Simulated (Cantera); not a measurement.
An isothermal, constant-pressure homogeneous reactor starts with NH3 : N2 = 1 : 1.2 (molar parts), at 1423 K and 10.00 Torr. Integrator tolerance rtol = 1e-08.

Computed with Cantera and the gas-phase N/H chemistry of the illustrative SiF4/NH3 mechanism in the Surface Chemkin manual (1991). Walls and surfaces, which speed up NH3 decomposition in real reactors, are not modelled.

Task: What does this change do: temperature 1423 to 2275 K?

Result: 
```json
[
 {"quantity": "x(NH3) at 5.00 s", "before": "0.454 (gas-phase equilibrium 2.43e-7)", "after": "8.60e-8 (gas-phase equilibrium 3.69e-8)"},
 {"quantity": "x(H2) at 5.00 s", "before": "0.000841 (gas-phase equilibrium 0.469)", "after": "0.437 (gas-phase equilibrium 0.433)"},
 {"quantity": "x(NH) at 5.00 s", "before": "6.51e-8 (gas-phase equilibrium <1e-12)", "after": "6.06e-8 (gas-phase equilibrium 3.33e-8)"},
 {"quantity": "x(H) at 5.00 s", "before": "3.65e-8 (gas-phase equilibrium 3.96e-5)", "after": "0.0434 (gas-phase equilibrium 0.0487)"},
 {"quantity": "x(N) at 5.00 s", "before": "9.40e-11 (gas-phase equilibrium <1e-12)", "after": "2.96e-7 (gas-phase equilibrium 1.84e-7)"},
 {"quantity": "x(N2H4) at 5.00 s", "before": "5.75e-9 (gas-phase equilibrium <1e-12)", "after": "<1e-12 (gas-phase equilibrium <1e-12)"},
 {"quantity": "x(NH2) at 5.00 s", "before": "3.42e-5 (gas-phase equilibrium 4.23e-11)", "after": "2.69e-8 (gas-phase equilibrium 1.31e-8)"}
]
```

Task: What does this change do: temperature 1423 to 2150 K?

Result: 
```json
[
 {"quantity": "x(NH3) at 5.00 s", "before": "0.454 (gas-phase equilibrium 2.43e-7)", "after": "6.25e-6 (gas-phase equilibrium 4.65e-8)"},
 {"quantity": "x(H2) at 5.00 s", "before": "0.000841 (gas-phase equilibrium 0.469)", "after": "0.459 (gas-phase equilibrium 0.451)"},
 {"quantity": "x(NH) at 5.00 s", "before": "6.51e-8 (gas-phase equilibrium <1e-12)", "after": "4.40e-7 (gas-phase equilibrium 1.14e-8)"},
 {"quantity": "x(H) at 5.00 s", "before": "3.65e-8 (gas-phase equilibrium 3.96e-5)", "after": "0.0135 (gas-phase equilibrium 0.0247)"},
 {"quantity": "x(N) at 5.00 s", "before": "9.40e-11 (gas-phase equilibrium <1e-12)", "after": "8.74e-7 (gas-phase equilibrium 4.23e-8)"},
 {"quantity": "x(N2H4) at 5.00 s", "before": "5.75e-9 (gas-phase equilibrium <1e-12)", "after": "<1e-12 (gas-phase equilibrium <1e-12)"},
 {"quantity": "x(NH2) at 5.00 s", "before": "3.42e-5 (gas-phase equilibrium 4.23e-11)", "after": "5.60e-7 (gas-phase equilibrium 7.77e-9)"}
]
```
